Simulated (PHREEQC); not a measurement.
Dissolve 0.0097 mol/kgw HF, 0.00041 mol/kgw NH4HF2, 0.0089 mol/kgw (NH4)2SiF6 and 0.00028 mol/kgw HCl at 25 °C. Closed to the air; pH follows from the charge balance.

The numbers come from PHREEQC with the ion-association model, phreeqc.dat.

```
quantity                   before     after
------------------------  -------  --------
pH                           2.64      3.57
ionic strength (mol/kgw)   0.0297  0.000460
HF (mol/kgw)              0.00770  0.000181
F- (mol/kgw)              0.00267  0.000457
HF2- (mol/kgw)            7.89e-5   3.18e-7
NH3 (mol/kgw)             3.77e-9  3.73e-10
```

Problem. Which change was made?
(A) diluted 2-fold with water
(B) HCl from 0.00028 to 0.00056 mol/kgw
(C) diluted 100-fold with water
(D) (NH4)2SiF6 left out
(E) HF from 0.0097 to 0.097 mol/kgw

Solution. C, diluted 100-fold with water

No solid was allowed to form. SiF6-2 is the database's only silicon fluoride.
